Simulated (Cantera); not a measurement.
An isothermal, constant-pressure homogeneous reactor starts with CH3OH : O2 : N2 = 0.0053 : 0.0042 : 1 (molar parts), at 1575 K and 370000 Pa. Integrator tolerance rtol = 1e-08.

Cantera simulation using GRI-Mech 3.0 (53 species, 325 reactions); the numbers are that mechanism's predictions, not measurements. GRI-Mech 3.0 was tuned for natural gas; its chemistry of methanol as a main component is partial and can be far from experiment.

**Question.** What does this change do: 0.027 parts CH4 added?

**Answer.** 
```
quantity                                               before                                      after
------------------  -----------------------------------------  -----------------------------------------
x(CH3OH) at 1.00 s      <1e-12 (gas-phase equilibrium <1e-12)     5.17e-9 (gas-phase equilibrium <1e-12)
x(O2) at 1.00 s     1.96e-11 (gas-phase equilibrium 1.69e-11)      <1e-12 (gas-phase equilibrium <1e-12)
x(CO) at 1.00 s       0.00336 (gas-phase equilibrium 0.00336)     0.00732 (gas-phase equilibrium 0.0127)
x(H2) at 1.00 s       0.00402 (gas-phase equilibrium 0.00402)      0.0398 (gas-phase equilibrium 0.0505)
x(C2H2) at 1.00 s       <1e-12 (gas-phase equilibrium <1e-12)   0.00965 (gas-phase equilibrium 0.000878)
x(CH2CO) at 1.00 s      <1e-12 (gas-phase equilibrium <1e-12)    4.12e-7 (gas-phase equilibrium 4.09e-9)
x(CH2) at 1.00 s        <1e-12 (gas-phase equilibrium <1e-12)  7.74e-10 (gas-phase equilibrium 8.42e-11)
```
GRI-Mech 3.0 stops at C3 and has no aromatics, soot or wall deposition, so with more carbon than oxygen in the feed, carbon stays in small species such as C2H2 where larger ones or solid carbon would form.

**Question.** What does this change do: temperature 1575 to 925 K?

**Answer.** 
```tsv
quantity	before	after
x(CH3OH) at 1.00 s	<1e-12 (gas-phase equilibrium <1e-12)	0.00525 (gas-phase equilibrium <1e-12)
x(O2) at 1.00 s	1.96e-11 (gas-phase equilibrium 1.69e-11)	0.00416 (gas-phase equilibrium <1e-12)
x(CO) at 1.00 s	0.00336 (gas-phase equilibrium 0.00336)	2.69e-9 (gas-phase equilibrium 0.00186)
x(H2) at 1.00 s	0.00402 (gas-phase equilibrium 0.00402)	3.86e-8 (gas-phase equilibrium 0.00552)
x(C2H2) at 1.00 s	<1e-12 (gas-phase equilibrium <1e-12)	<1e-12 (gas-phase equilibrium <1e-12)
x(CH2CO) at 1.00 s	<1e-12 (gas-phase equilibrium <1e-12)	<1e-12 (gas-phase equilibrium <1e-12)
x(CH2) at 1.00 s	<1e-12 (gas-phase equilibrium <1e-12)	<1e-12 (gas-phase equilibrium <1e-12)
```
Below about 1000 K GRI-Mech 3.0 lacks low-temperature oxidation paths.
